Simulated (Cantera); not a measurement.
# Equilibrium for chlorosilane synthesis and conversion: SiCl₄ + H₂

Feed: 1 mol SiCl₄, 2 mol H₂, at 777 °C and 0.490 bar.

Equilibrium computed with Cantera from the NASA thermochemical tables; the gas is ideal and each condensed phase is pure. Candidate condensed phases: Si; 19 gas species. The tables' values for SiCl₃ are old estimates; treat these amounts as uncertain. Equilibrium is a limit: real reactors are often held back by kinetics, nucleation or transport.

```yaml
x(H₂): 0.622
x(SiCl₄): 0.288
x(HCl): 0.0454
x(SiHCl₃): 0.0410
x(SiCl₃): 0.00238
x(SiH₂Cl₂): 0.000664
x(SiCl₂): 0.000356
x(SiH₃Cl): 2.80e-6
gas_amount: 3.005 mol
log10 activity of Si(s) (absent): -1.24
```
